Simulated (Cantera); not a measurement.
What does this Cantera script print?

```python
import numpy as np
import cantera as ct

gas = ct.Solution("h2o2.yaml")
gas.TPX = 1125, 26000, {'H2': 1.1, 'O2': 1, 'N2': 15}
reactor = ct.IdealGasConstPressureReactor(gas, energy="off", clone=False)
net = ct.ReactorNet([reactor])
net.rtol, net.atol = 1e-08, 1e-18
show = ['H2', 'O2', 'O', 'OH', 'H']
times = np.geomspace(8e-06, 60, 9)

steps = ct.SolutionArray(gas, extra=["t"])
rows = []
print(f"{'t/s':>10s}{'T/K':>9s}{'P/Pa':>11s}" + "".join(f"{s:>11s}" for s in show))
for t in times:
    while net.time < t:
        t_next = net.step()
        steps.append(gas.state, t=t_next)
    rows.append([np.interp(t, steps.t, y) for y in (steps.T, steps.P, *steps(*show).X.T)])
    print(f"{t:10.3e}{rows[-1][0]:9.1f}{rows[-1][1]:11.4g}" + "".join(f"{x:11.3e}" for x in rows[-1][2:]))
rate = np.gradient(steps.T, steps.t)
print("integrator steps:", len(steps.t))
if steps.T.max() > steps.T[0] + 200:
    print(f"time of steepest temperature rise: {steps.t[rate.argmax()]:.4e} s")
gas.TPX = 1125, 26000, {'H2': 1.1, 'O2': 1, 'N2': 15}
gas.equilibrate("TP")
print(f"equilibrium (TP): T = {gas.T:.1f} K  " + "  ".join(f"{s} {gas[s].X[0]:.3e}" for s in show))
```

It prints:

```
       t/s      T/K       P/Pa         H2         O2          O         OH          H
 8.000e-06   1125.0    2.6e+04  6.433e-02  5.848e-02  7.281e-12  5.081e-12  1.155e-10
 5.787e-05   1125.0    2.6e+04  6.433e-02  5.848e-02  2.475e-10  1.204e-10  1.405e-09
 4.187e-04   1125.0    2.6e+04  6.431e-02  5.847e-02  2.220e-06  1.053e-06  1.138e-05
 3.029e-03   1125.0    2.6e+04  9.328e-04  2.745e-02  4.874e-04  4.314e-04  7.313e-04
 2.191e-02   1125.0    2.6e+04  1.214e-05  2.718e-02  5.310e-06  4.070e-05  7.900e-07
 1.585e-01   1125.0    2.6e+04  3.351e-07  2.719e-02  2.352e-07  8.739e-06  6.744e-09
 1.147e+00   1125.0    2.6e+04  2.810e-08  2.719e-02  2.371e-08  2.764e-06  2.094e-10
 8.294e+00   1125.0    2.6e+04  3.926e-09  2.719e-02  3.372e-09  1.040e-06  1.158e-11
 6.000e+01   1125.0    2.6e+04  1.922e-09  2.719e-02  1.506e-09  6.945e-07  3.855e-12
integrator steps: 2165
equilibrium (TP): T = 1125.0 K  H2 1.918e-09  O2 2.719e-02  O 1.502e-09  OH 6.935e-07  H 3.842e-12
```

Detailed kinetics in Cantera: the H2/O2 subset of GRI-Mech 3.0, which has no nitrogen chemistry. The temperature is held fixed by assumption; the heat of reaction is taken as removed at once.
